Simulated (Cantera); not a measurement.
Input: 1 mol Fe₂O₃, 0.93 mol CO, at 1623.15 K and 0.133 bar.

Equilibrium computed with Cantera from the NASA thermochemical tables; the gas is ideal and each condensed phase is pure. Candidate condensed phases: C, Fe, Fe(CO)₅, FeO, Fe₂O₃, Fe₃O₄; 15 gas species. Mutual solubility and eutectic melting of coexisting phases are not modelled. The tables' stoichiometric FeO is somewhat more stable than real wüstite, so its field is too wide. FeO: taken at fixed stoichiometry. Equilibrium is a limit: real reactors are often held back by kinetics, nucleation or transport.

Base state: CO₂ 0.953, CO 0.0465 (mole fractions); condensed: FeO(s) + Fe₃O₄(s).

Task: What changes in the equilibrium state with this change: Fe₂O₃ replaced by PbO?

Result: 
```json
[
 {"species": "CO₂", "before": "0.953", "after": "0.470"},
 {"species": "Pb", "before": "0", "after": "0.470"},
 {"species": "PbO", "before": "0", "after": "0.0479"},
 {"species": "CO", "before": "0.0465", "after": "0.0116"},
 {"species": "Pb₂", "before": "0", "after": "0.000345"},
 {"species": "FeO(s), mol", "before": "1.66", "after": "0"},
 {"species": "Fe₃O₄(s), mol", "before": "0.113", "after": "0"}
]
```
Gases not in the tables: (PbO)n polymers. Further candidate phases: Pb, PbO, PbO₂, Pb₃O₄.

Task: What changes in the equilibrium state with this change: temperature from 1623.15 K to 1998 K?

Result: 
| species | before | after |
|---|---|---|
| CO₂ | 0.953 | 0.940 |
| O₂ | 2.28e-6 | 0.0438 |
| CO | 0.0465 | 0.0160 |
| FeO | 3.82e-8 | 2.49e-5 |
| O | 7.89e-8 | 0.000378 |
| FeO(s), mol | 1.66 | 0 |
| Fe₃O₄(s), mol | 0.113 | 0 |
| FeO(l), mol | 0 | 2.00 |
